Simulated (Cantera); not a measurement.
Input: 1 mol Fe, 2.4 mol H2O, 2.1 mol N2, held at 0.190 bar.

Equilibrium computed with Cantera from the NASA thermochemical tables; the gas is ideal and each condensed phase is pure. Candidate condensed phases: Fe, FeO, Fe(OH)2, Fe(OH)3, Fe2O3, Fe3O4, H2O; 27 gas species. The tables' stoichiometric FeO is somewhat more stable than real wüstite, so its field is too wide. FeO: taken at fixed stoichiometry. Kinetics and transport are ignored. All values below are at 1323 K.

Base state: N2 0.467, H2O 0.311, H2 0.222 (mole fractions); condensed: FeO(s).

**Question.** What changes in the equilibrium state with this change: H2O from 2.4 to 0.026 mol?

**Answer.** 
```json
[
 {"species": "N2", "before": "0.467", "after": "0.988"},
 {"species": "H2", "before": "0.222", "after": "0.00913"},
 {"species": "H2O", "before": "0.311", "after": "0.00310"},
 {"species": "FeO(s), mol", "before": "1.000", "after": "0.0194"},
 {"species": "Fe(γ), mol", "before": "0", "after": "0.981"}
]
```
Mutual solubility and eutectic melting of coexisting phases are not modelled.
